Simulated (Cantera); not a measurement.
Iron carbonyl, mercury and lead vapours: PbO + H2

A closed system holds: 1 mol PbO, 3.7 mol H2, held at 16000 Pa.

These are equilibrium values from Cantera (NASA tables, ideal gas, pure condensed phases), not measurements of a reactor. Candidate condensed phases: H2O, Pb, PbO, PbO2, Pb3O4; 12 gas species. Rates play no part.

| T (K) | x H2 | x H2O | x Pb | x Pb2 | x H | x PbO | x OH | n Pb(s) | n Pb(l) |
|---|---|---|---|---|---|---|---|---|---|
| 550 | 0.730 | 0.270 | <1e-12 | <1e-12 | <1e-12 | <1e-12 | <1e-12 | 1.00 | 0 |
| 625 | 0.730 | 0.270 | 1.46e-10 | <1e-12 | <1e-12 | <1e-12 | <1e-12 | 0 | 1.00 |
| 700 | 0.730 | 0.270 | 6.96e-9 | <1e-12 | <1e-12 | <1e-12 | <1e-12 | 0 | 1.00 |
| 775 | 0.730 | 0.270 | 1.56e-7 | <1e-12 | 2.12e-12 | <1e-12 | <1e-12 | 0 | 1.000 |
| 850 | 0.730 | 0.270 | 1.99e-6 | <1e-12 | 4.38e-11 | <1e-12 | <1e-12 | 0 | 1.000 |
| 925 | 0.730 | 0.270 | 1.67e-5 | 1.56e-11 | 5.56e-10 | 5.22e-12 | <1e-12 | 0 | 1.000 |
| 1000 | 0.730 | 0.270 | 0.000101 | 3.19e-10 | 4.85e-9 | 1.04e-10 | 3.97e-12 | 0 | 1.000 |
| 1075 | 0.729 | 0.270 | 0.000475 | 4.23e-9 | 3.13e-8 | 1.36e-9 | 4.40e-11 | 0 | 0.998 |
| 1150 | 0.728 | 0.270 | 0.00181 | 3.96e-8 | 1.59e-7 | 1.27e-8 | 3.56e-10 | 0 | 0.993 |
| 1225 | 0.725 | 0.269 | 0.00584 | 2.79e-7 | 6.64e-7 | 8.98e-8 | 2.24e-9 | 0 | 0.978 |
| 1300 | 0.718 | 0.266 | 0.0164 | 1.56e-6 | 2.34e-6 | 5.06e-7 | 1.13e-8 | 0 | 0.938 |
| 1375 | 0.700 | 0.259 | 0.0410 | 7.18e-6 | 7.17e-6 | 2.36e-6 | 4.78e-8 | 0 | 0.842 |
x: gas mole fraction; n: condensed amount in mol.

At 550 K the condensed part is Pb(s). From 625 K to 1375 K the condensed part is Pb(l).
